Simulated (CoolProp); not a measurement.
Carbon monoxide at 293.15 K and 1.43 MPa is throttled through a valve to 0.962 MPa with no heat exchange. Each further row changes one setting.

The numbers come from the reference Helmholtz-energy equation of state, Lemmon 2006 in CoolProp. It is a short technical equation, of lower accuracy than the large ones.

```
case                       temperature change (K)  final density (kg/m³)
-------------------------  ----------------------  ---------------------
as stated                                    -1.2                   11.1
outlet pressure 0.289 MPa                    -3.0                   3.36
outlet pressure 1.25 MPa                     -0.5                   14.5
```
